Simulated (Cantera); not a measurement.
Feed: 1 mol SiC, 0.088 mol O₂, 650 mol N₂, at 1452 °C and 0.100 bar.

Method: chemical equilibrium by Gibbs-energy minimisation in Cantera with the NASA 1993 tables (ideal gas, pure condensed phases). Candidate condensed phases: C, Si, SiC, SiO₂, Si₂N₂O, Si₃N₄; 34 gas species. Mutual solubility and eutectic melting of coexisting phases are not modelled. Equilibrium is a limit: real reactors are often held back by kinetics, nucleation or transport.

Base state: N₂ 1.000, CO 0.000244, SiO 2.71e-5 (mole fractions); condensed: SiC(s) + Si₃N₄(s).

### Question
What changes in the equilibrium state with this change: SiC replaced by Si₃N₄?

### Answer
| species | before | after |
|---|---|---|
| N₂ | 1.000 | 1.000 |
| SiO | 2.71e-5 | 0.000271 |
| CO | 0.000244 | 0 |
| SiC(s), mol | 0.842 | 0 |
| Si₃N₄(s), mol | 0.0467 | 0.941 |

### Question
What changes in the equilibrium state with this change: pressure from 0.100 bar to 13.3 mbar?

### Answer
| species | before | after |
|---|---|---|
| N₂ | 1.000 | 1.000 |
| CO | 0.000244 | 0.000145 |
| SiO | 2.71e-5 | 0.000125 |
| Si | 8.57e-7 | 1.79e-5 |
| SiC(s), mol | 0.842 | 0.905 |
| Si₃N₄(s), mol | 0.0467 | 0 |

### Question
What changes in the equilibrium state with this change: temperature from 1452 °C to 1077 °C?

### Answer
| species | before | after |
|---|---|---|
| N₂ | 1.000 | 1.000 |
| CO | 0.000244 | 2.23e-5 |
| SiO | 2.71e-5 | 3.88e-9 |
| SiC(s), mol | 0.842 | 0 |
| Si₃N₄(s), mol | 0.0467 | 0.226 |
| C(graphite), mol | 0 | 0.985 |
| Si₂N₂O(s), mol | 0 | 0.161 |
N₂ is the only nitrogen source here; it is nearly inert below about 1500 K, so the nitride shown seldom forms there in practice.
